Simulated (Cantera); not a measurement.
Feed: 1 mol SiHCl3, 1700 mol H2, 0.013 mol CH4, equilibrated at 1225 K and 7.28 Torr.

Method: chemical equilibrium by Gibbs-energy minimisation in Cantera with the NASA 1993 tables (ideal gas, pure condensed phases). Candidate condensed phases: C, C6H6, C7H8, C8H18, Si, SiC; 109 gas species. Mutual solubility and eutectic melting of coexisting phases are not modelled. Kinetics and transport are ignored.

Base state: H2 0.998, HCl 0.00175 (mole fractions); condensed: Si(s) + SiC(s).

Problem. What changes in the equilibrium state with this change: temperature from 1225 K to 1723 K?

Solution. 
| species | before | after |
|---|---|---|
| H2 | 0.998 | 0.996 |
| H | 3.16e-6 | 0.00185 |
| HCl | 0.00175 | 0.00173 |
| Si | <1e-9 | 0.000101 |
| SiH | <1e-9 | 1.43e-5 |
| SiH2 | 1.94e-8 | 1.69e-5 |
| SiCl2 | 7.46e-6 | 1.04e-5 |
| Si(s), mol | 0.974 | 0 |
| SiC(s), mol | 0.0126 | 0.0114 |
| Si(l), mol | 0 | 0.736 |
Gases not in the tables: Si2H6 and higher silanes.
